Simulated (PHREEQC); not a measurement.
Dissolve 0.025 mol Cu(BF4)2, 0.022 mol H2SO4 and 0.0054 mol Na2SO4 per kg of water at 94 °C. Closed to the air; pH follows from the charge balance.

The numbers come from PHREEQC with the ion-association model, wateq4f.dat.

This is a speciation only: nothing precipitates in the calculation.

Question: Order these Cu species by the share of Cu that they hold, largest first: CuSO4, CuF+, Cu+2.

Answer: Cu+2 (86 %), CuSO4 (14 %), CuF+ (0.40 %)

The pH is 1.81 and the ionic strength 0.0990 mol/kgw. Away from 25 °C the constants follow the database's enthalpies or fits; those with neither stay at their 25 °C values. Real BF4- forms and hydrolyses slowly; the run takes it at equilibrium.
